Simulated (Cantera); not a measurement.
An isothermal, constant-pressure homogeneous reactor starts with CH₄ : H₂ : N₂ = 0.046 : 1 : 0.009 (molar parts), at 1575 K and 18000 Pa. Integrator tolerance rtol = 1e-08.

Computed with Cantera and GRI-Mech 3.0 (53 species, 325 reactions). GRI-Mech 3.0 stops at C3 and has no aromatics, soot or wall deposition, so with more carbon than oxygen in the feed, carbon stays in small species such as C2H2 where larger ones or solid carbon would form.

### Question
What does this change do: CH4 0.046 to 0.022 parts?

### Answer
```csv
quantity,before,after
x(CH₄) at 2.00 s,0.0253 (gas-phase equilibrium 0.00802),0.0156 (gas-phase equilibrium 0.00529)
x(H₂) at 2.00 s,0.957 (gas-phase equilibrium 0.967),0.973 (gas-phase equilibrium 0.978)
x(CH₃) at 2.00 s,4.86e-5 (gas-phase equilibrium 1.63e-5),3.03e-5 (gas-phase equilibrium 1.07e-5)
x(HCN) at 2.00 s,1.63e-10 (gas-phase equilibrium 0.00481),1.01e-10 (gas-phase equilibrium 0.00339)
x(C₂H₆) at 2.00 s,1.47e-6 (gas-phase equilibrium 2.99e-7),5.62e-7 (gas-phase equilibrium 1.29e-7)
```

### Question
What does this change do: pressure from 18000 Pa to 2100 Pa?

### Answer
| quantity | before | after |
|---|---|---|
| x(CH₄) at 2.00 s | 0.0253 (gas-phase equilibrium 0.00802) | 0.0324 (gas-phase equilibrium 0.00105) |
| x(H₂) at 2.00 s | 0.957 (gas-phase equilibrium 0.967) | 0.953 (gas-phase equilibrium 0.970) |
| x(CH₃) at 2.00 s | 4.86e-5 (gas-phase equilibrium 1.63e-5) | 0.000162 (gas-phase equilibrium 6.23e-6) |
| x(HCN) at 2.00 s | 1.63e-10 (gas-phase equilibrium 0.00481) | 3.88e-10 (gas-phase equilibrium 0.00523) |
| x(C₂H₆) at 2.00 s | 1.47e-6 (gas-phase equilibrium 2.99e-7) | 1.95e-6 (gas-phase equilibrium 5.08e-9) |
Radical loss at walls, strong at low pressure, is not modelled.

### Question
What does this change do: pressure from 18000 Pa to 7900 Pa?

### Answer
| quantity | before | after |
|---|---|---|
| x(CH₄) at 2.00 s | 0.0253 (gas-phase equilibrium 0.00802) | 0.0281 (gas-phase equilibrium 0.00378) |
| x(H₂) at 2.00 s | 0.957 (gas-phase equilibrium 0.967) | 0.956 (gas-phase equilibrium 0.969) |
| x(CH₃) at 2.00 s | 4.86e-5 (gas-phase equilibrium 1.63e-5) | 7.85e-5 (gas-phase equilibrium 1.16e-5) |
| x(HCN) at 2.00 s | 1.63e-10 (gas-phase equilibrium 0.00481) | 2.37e-10 (gas-phase equilibrium 0.00507) |
| x(C₂H₆) at 2.00 s | 1.47e-6 (gas-phase equilibrium 2.99e-7) | 1.63e-6 (gas-phase equilibrium 6.63e-8) |
